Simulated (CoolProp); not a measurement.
Aqueous potassium carbonate as a coolant, 20 % by mass, freezing at -8.8 °C, 1 atm.

Computed with CoolProp (Melinder's fits for secondary coolants).

| T (°C) | viscosity (mPa s) | Prandtl number | cp (kJ/(kg K)) | conductivity (W/(m K)) |
|---|---|---|---|---|
| -6.3 | ___ | 20.6 | ___ | 0.536 |
| -2.9 | 3.04 | 18.4 | 3.273 | 0.541 |
| 0.5 | 2.75 | 16.5 | ___ | 0.547 |
| 3.9 | 2.51 | ___ | 3.284 | 0.552 |
| 7.3 | 2.29 | 13.5 | 3.289 | 0.558 |
| 10.7 | 2.11 | 12.3 | 3.295 | 0.563 |
| 14.1 | 1.95 | 11.3 | 3.300 | 0.569 |
| 17.5 | 1.81 | 10.4 | 3.305 | 0.574 |
| 20.9 | 1.68 | 9.60 | 3.310 | 0.580 |
| 24.3 | 1.57 | 8.88 | 3.315 | 0.586 |
| 27.7 | 1.47 | 8.24 | 3.320 | 0.592 |
| 31.1 | ___ | 7.65 | 3.325 | 0.598 |
| 34.5 | ___ | ___ | 3.329 | 0.603 |
| 37.9 | 1.21 | 6.62 | 3.334 | 0.609 |

Problem. What belongs in the gaps?

Solution. 
- -6.3, viscosity (mPa s): 3.38
- -6.3, cp (kJ/(kg K)): 3.268
- 0.5, cp (kJ/(kg K)): 3.279
- 3.9, Prandtl number: 14.9
- 31.1, viscosity (mPa s): 1.38
- 34.5, viscosity (mPa s): 1.29
- 34.5, Prandtl number: 7.12
